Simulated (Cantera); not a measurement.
# Low-pressure radical oxidation in H2/O2

An isothermal, constant-pressure homogeneous reactor starts with 6.37 % H2, 93.6 % O2, equivalence ratio 0.034, at 1175 K and 12.8 Torr.

Detailed kinetics in Cantera: GRI-Mech 3.0 (53 species, 325 reactions). Radical loss at walls, strong at low pressure, is not modelled. The temperature is held fixed by assumption; the heat of reaction is taken as removed at once.

```csv
t (s),x H2,x O2,x H2O2,x H2O,x OH,x HO2
7.00e-5,0.0637,0.936,<1e-12,8.68e-10,1.37e-9,3.02e-9
0.000219,0.0637,0.936,5.42e-12,1.95e-8,1.13e-8,9.50e-9
0.000682,0.0637,0.936,5.73e-11,2.52e-6,1.00e-6,3.90e-8
0.00213,0.00885,0.898,3.70e-7,0.0440,0.00648,6.29e-6
0.00665,0.00108,0.900,1.41e-7,0.0572,0.00348,5.56e-6
0.0208,0.000551,0.918,1.48e-7,0.0618,0.00249,4.74e-6
0.0648,0.000125,0.930,1.23e-7,0.0647,0.00119,2.67e-6
0.202,1.60e-5,0.934,6.21e-8,0.0655,0.000429,8.05e-7
0.632,2.10e-6,0.934,2.20e-8,0.0657,0.000157,1.68e-7
1.97,3.56e-7,0.934,6.85e-9,0.0657,6.52e-5,3.61e-8
6.16,7.73e-8,0.934,2.09e-9,0.0657,3.06e-5,1.05e-8
19.2,2.01e-8,0.934,6.56e-10,0.0658,1.56e-5,6.20e-9
60.0,6.53e-9,0.934,2.43e-10,0.0658,8.93e-6,7.50e-9
```
x: mole fraction; the columns are a selection and need not sum to one.

Equilibrium at this temperature and pressure: H2 3.93e-9, O2 0.934, H2O2 1.58e-10, H2O 0.0658, OH 6.92e-6, HO2 9.05e-9 (gas phase only).
